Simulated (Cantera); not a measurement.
Input: 1 mol Ti(OiPr)4, 0.75 mol H2O, 260 mol H2, equilibrated at 1825 °C and 0.000380 bar.

Equilibrium computed with Cantera from the NASA thermochemical tables; the gas is ideal and each condensed phase is pure. Candidate condensed phases: C, C6H6, C7H8, C8H18, H2O, Ti, TiC, TiO, TiO2, Ti2O3, Ti3O5, Ti4O7; 113 gas species. The feed counts by its element totals alone. TiC: taken at fixed stoichiometry. The numbers say what is thermodynamically allowed, not how fast it happens.

Base state: H2 0.838, H 0.145, CO 0.0158, C2H2 (acetylene) 0.00120, Ti 1.23e-5 (mole fractions); condensed: C(graphite) + TiC(s).

### Question
What changes in the equilibrium state with this change: temperature from 1825 °C to 1002 °C?

### Answer
```csv
species,before,after
H2,0.838,0.983
CO,0.0158,0.0170
H,0.145,3.75e-5
Ti,1.23e-5,<1e-9
C2H2 (acetylene),0.00120,3.78e-7
"C(graphite), mol",5.53,6.25
"TiC(s), mol",0.996,1.00
```

### Question
What changes in the equilibrium state with this change: temperature from 1825 °C to 1900 °C?

### Answer
```json
[
 {"species": "H2", "before": "0.838", "after": "0.766"},
 {"species": "H", "before": "0.145", "after": "0.217"},
 {"species": "CO", "before": "0.0158", "after": "0.0152"},
 {"species": "Ti", "before": "1.23e-5", "after": "4.37e-5"},
 {"species": "C2H", "before": "5.31e-6", "after": "1.54e-5"},
 {"species": "C2H2 (acetylene)", "before": "0.00120", "after": "0.00169"},
 {"species": "C(graphite), mol", "before": "5.53", "after": "5.19"},
 {"species": "TiC(s), mol", "before": "0.996", "after": "0.986"}
]
```
